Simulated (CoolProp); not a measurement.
Vapour-liquid equilibrium of cyclohexane (1) + n-dodecane (2) at 0.178 MPa; x and y are mole fractions of (1).

Model: multi-fluid Helmholtz-energy mixture model, Zhou 2014 and Lemmon 2004; pair parameters Bell 2016, in CoolProp.

Give the bubble temperature and the first vapour's composition at x = 0.05, 0.2, 0.35. Is there an azeotrope?

x = 0.05: 497.8 K, y = 0.320; x = 0.2: 454.5 K, y = 0.802; x = 0.35: 425.5 K, y = 0.934. No azeotrope shows between x = 0.05 and 0.95.

The pair parameters rest on a limited set of measurements; away from them the model extrapolates.
